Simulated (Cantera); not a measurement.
An isothermal, constant-pressure homogeneous reactor starts with C2H6 : N2 = 1 : 33 (molar parts), at 1250 K and 0.255 Torr.

Detailed kinetics in Cantera: GRI-Mech 3.0 (53 species, 325 reactions). GRI-Mech 3.0 stops at C3 and has no aromatics, soot or wall deposition, so with more carbon than oxygen in the feed, carbon stays in small species such as C2H2 where larger ones or solid carbon would form. Radical loss at walls, strong at low pressure, is not modelled.

**Question.** Predict: x(C2H6) at 100 s; x(H2) at 100 s; x(H) at 100 s; x(CH4) at 100 s; x(C2H4) at 100 s; x(C2H2) at 100 s.

**Answer.** 
```json
{
  "x(C2H6) at 100 s": "4.34e-7 (gas-phase equilibrium 1.71e-12)",
  "x(H2) at 100 s": "0.0368 (gas-phase equilibrium 0.0555)",
  "x(H) at 100 s": "2.62e-6 (gas-phase equilibrium 6.22e-6)",
  "x(CH4) at 100 s": "0.00996 (gas-phase equilibrium 9.57e-6)",
  "x(C2H4) at 100 s": "0.00455 (gas-phase equilibrium 1.06e-6)",
  "x(C2H2) at 100 s": "0.0186 (gas-phase equilibrium 0.00988)"
}
```
